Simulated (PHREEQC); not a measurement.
Metal-bearing waste water: speciation

Solution (25 °C): 44 mmol/kgw ZnSO4, 1 mmol/kgw CuCl2, 2.7 mmol/kgw NaHCO3 and 0.2 mmol/kgw Na2SO4. Closed to the air; pH follows from the charge balance.

The numbers come from PHREEQC with the ion-association model, wateq4f.dat.

No solid was allowed to form.

Q: Estimate the pH.

A: pH 6.50.

Q: In which forms is S present?

A: SO4-2 48 %, ZnSO4 38 %, Zn(SO4)2-2 13 %, CuSO4 0.6 % of the S.

Saturation is exceeded, for instance for Malachite, Brochantite; the values hold only as long as no solid forms.
